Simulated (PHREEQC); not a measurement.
Solution (25 °C): 0.31 mol/kgw H2SO4 and 0.00081 mol/kgw NiSO4. Closed to the air; pH follows from the charge balance.

All values are PHREEQC results (ion-association model, wateq4f.dat), not measurements.

Task: The ionic strength comes out as 0.376 mol/kgw. What activity coefficients do H+, SO4-2, Ni+2, HSO4- get?

Result: H+ 0.77, SO4-2 0.23, Ni+2 0.29, HSO4- 0.69.

No solid was allowed to form. Complexes and solids missing from the database can't appear.
